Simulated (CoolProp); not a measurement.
Nitrous oxide at 293.15 K and 7.92 MPa is throttled through a valve to 2.44 MPa with no heat exchange. Each further row changes one setting.

The numbers come from the reference Helmholtz-energy equation of state, Lemmon 2006 in CoolProp. It is a short technical equation, of lower accuracy than the large ones.

```tsv
case	temperature change (K)	final phase	final density (kg/m³)
as stated	-29.3	two-phase, vapour fraction 0.243	219
outlet pressure 0.732 MPa	-66.8	two-phase, vapour fraction 0.418	44.7
outlet pressure 3.17 MPa	-19.4	two-phase, vapour fraction 0.176	340
```
